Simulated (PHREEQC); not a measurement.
Dissolve 0.264 mmol/kgw CaSO4, 0.55 mmol/kgw Na2HPO4 and 5 mmol/kgw KCl at 20 °C. Closed to the air; pH follows from the charge balance.

Model: ion-association model, wateq4f.dat, run in PHREEQC.

This is a speciation only: nothing precipitates in the calculation.

Q: Estimate the pH, ionic strength.

A: pH 8.48; ionic strength 0.00747 mol/kgw.

Q: In which forms is Ca present?

A: Ca+2 82 %, CaHPO4 9.7 %, CaPO4- 6.8 %, CaSO4 1.9 % of the Ca.

Examples of supersaturated solids here: Hydroxyapatite. Others may be too. H3PO4, which wateq4f.dat lacks, is added to it with the constant of phreeqc.dat.
